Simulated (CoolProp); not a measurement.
R123 at 298.15 K and 0.301 MPa flows at 7.2 m/s in a round tube of 1 mm bore and 15 µm roughness, fully developed (64/Re and Nu = 3.66 if laminar; Colebrook and Gnielinski if turbulent). Each further row changes one setting.

Model: reference Helmholtz-energy equation of state, Younglove 1994, in CoolProp. It is a modified Benedict-Webb-Rubin equation, recast in Helmholtz form.

| case | Reynolds number | Darcy friction factor | pressure drop (Pa/m) | heat-transfer coefficient (W/(m² K)) | mass flow (kg/h) |
|---|---|---|---|---|---|
| as stated | 25200 | 0.0455 | 1730000 | 19200 | 29.8 |
| velocity 14.4 m/s | 50400 | 0.0446 | 6770000 | 38700 | 59.6 |
| diameter 2 mm | 50400 | 0.0359 | 681000 | 16700 | 119 |

Viscosity comes from a separate model (Tanaka 1996). Thermal conductivity comes from a separate model (Laesecke 1996).
